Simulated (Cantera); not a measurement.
Charge: 1 mol C, 0.92 mol NH₃, at 2875 K and 1330 Pa.

Cantera equilibrium calculation (NASA polynomials, part measured and part estimated; ideal gas, pure solids and liquids). Candidate condensed phases: C, C₆H₆, C₇H₈, C₈H₁₈; 92 gas species. Equilibrium is a limit: real reactors are often held back by kinetics, nucleation or transport.

### Question
What is the equilibrium state?

### Answer
- x(H): 0.486
- x(H₂): 0.282
- x(N₂): 0.163
- x(HCN): 0.0343
- x(C₂H₂ (acetylene)): 0.0120
- x(HNC): 0.00583
- x(C₃): 0.00581
- x(CN): 0.00539
- x(C₂H): 0.00295
- n(C(graphite)): 0.761 mol
- gas amount: 2.470 mol
